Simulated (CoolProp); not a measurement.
Properties of CHF3 (R23) at several states.

The numbers come from the reference Helmholtz-energy equation of state, Penoncello 2003 in CoolProp.

| T (K) | p (kPa) | phase | Z | cv (kJ/(kg K)) | isothermal compressibility (1/MPa) | fugacity coefficient |
|---|---|---|---|---|---|---|
| 455.5 | 12900 | supercritical | 0.8459 | … | … | … |
| 261.1 | 4160 | liquid | … | 0.7545 | 0.008196 | 0.3600 |
| 389.7 | 251 | gas | 0.9927 | … | 4.013 | 0.9927 |

### Question
Some entries are withheld; supply them.

### Answer

- 455.5, cv (kJ/(kg K)): 0.8741
- 455.5, isothermal compressibility (1/MPa): 0.08492
- 455.5, fugacity coefficient: 0.8346
- 261.1, Z: 0.1173
- 389.7, cv (kJ/(kg K)): 0.7408
